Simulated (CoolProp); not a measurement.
Model: reference Helmholtz-energy equation of state, Zhou 2011, in CoolProp.

**Question.** Give the vapour pressure (MPa), vapour density (kg/m³), enthalpy of vaporisation (kJ/kg), liquid cp (kJ/(kg K)) of saturated dimethyl carbonate at 448.9 K.

**Answer.** 
```json
[
 {"T (K)": "448.9", "p (MPa)": "0.858", "vapour density (kg/m³)": "24.0", "enthalpy of vaporisation (kJ/kg)": "306", "liquid cp (kJ/(kg K))": "2.23"}
]
```
